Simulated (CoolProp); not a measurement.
Vapour-liquid equilibrium of CHF3 (R23) (1) + R134a (2) at 193.4 K; x and y are mole fractions of (1).

Model: multi-fluid Helmholtz-energy mixture model, Penoncello 2003 and Tillner-Roth 1994; pair parameters Bell 2016, in CoolProp.

Problem. Give the bubble pressure and the first vapour's composition at x = 0.05, 0.55, 0.85. Is there an azeotrope?

Solution. x = 0.05: 0.009093 MPa, y = 0.606; x = 0.55: 0.06307 MPa, y = 0.972; x = 0.85: 0.09773 MPa, y = 0.994. No azeotrope shows between x = 0.05 and 0.95.

Pair parameters are fitted to limited data, so mixtures are less certain than the pure fluids.
